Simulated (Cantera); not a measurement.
A freely propagating, adiabatic, planar premixed flame of C₂H₆ : O₂ : N₂ : CO₂ = 1 : 4.67 : 17.5 : 3 (molar parts), equivalence ratio 0.75, unburnt at 350 K and 5.00 bar; mixture-averaged transport, grid criteria slope 0.08 and curve 0.16, no radiation.

Model: GRI-Mech 3.0 (53 species, 325 reactions), integrated in Cantera. Burning velocities carry a grid error of a few per cent, more on coarse grids.

**Question.** How do the results move with these cheaper or finer settings: unity-Lewis-number transport; multicomponent transport; multicomponent+Soret transport; grid criteria slope 0.5, curve 1; grid criteria slope 0.25, curve 0.5; grid criteria slope 0.03, curve 0.06?

**Answer.** 
```csv
setting,laminar burning velocity,thermal thickness,peak x(CH₄),peak x(CH₂CO),grid points
as above,9.64 cm/s,0.252 mm,0.000400,0.000742,133
unity-Lewis-number transport,9.33 cm/s,0.252 mm,0.000355,0.000555,126
multicomponent transport,9.78 cm/s,0.254 mm,0.000407,0.000749,134
multicomponent+Soret transport,9.58 cm/s,0.255 mm,0.000390,0.000751,138
"grid criteria slope 0.5, curve 1",10.9 cm/s,0.276 mm,0.000386,0.000736,35
"grid criteria slope 0.25, curve 0.5",10.2 cm/s,0.262 mm,0.000396,0.000745,59
"grid criteria slope 0.03, curve 0.06",9.40 cm/s,0.251 mm,0.000395,0.000741,366
```
The base run took about 12 core-seconds (a rough figure).
Unity Lewis numbers drop preferential diffusion, which matters most where H2 and H carry the flame; Soret adds thermal diffusion.
